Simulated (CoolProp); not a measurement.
Computed with CoolProp (reference Helmholtz-energy equation of state, Lemmon 2005). It is a short technical equation, of lower accuracy than the large ones.

For trans-2-butene, give the phase and the density (kg/m³), cp (kJ/(kg K)), cv (kJ/(kg K)), isothermal compressibility (1/MPa) at 343.8 K and 0.356 MPa; 331.7 K and 0.491 MPa.


- 343.8 K and 0.356 MPa: gas; density 7.50, cp 1.83, cv 1.63, isothermal compressibility 3.03
- 331.7 K and 0.491 MPa: gas; density 11.2, cp 1.87, cv 1.62, isothermal compressibility 2.32
